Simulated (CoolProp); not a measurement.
The numbers come from the reference Helmholtz-energy equation of state, McLinden 2015 in CoolProp.

Problem. Give the vapour pressure (kPa), liquid density (kg/m³), vapour density (kg/m³), enthalpy of vaporisation (kJ/kg) of saturated the fluoroketone C6F12O (FK-5-1-12) at 371.1 K.

Solution. 
| T (K) | p (kPa) | liquid density (kg/m³) | vapour density (kg/m³) | enthalpy of vaporisation (kJ/kg) |
|---|---|---|---|---|
| 371.1 | 425 | 1350 | 52.9 | 71.2 |
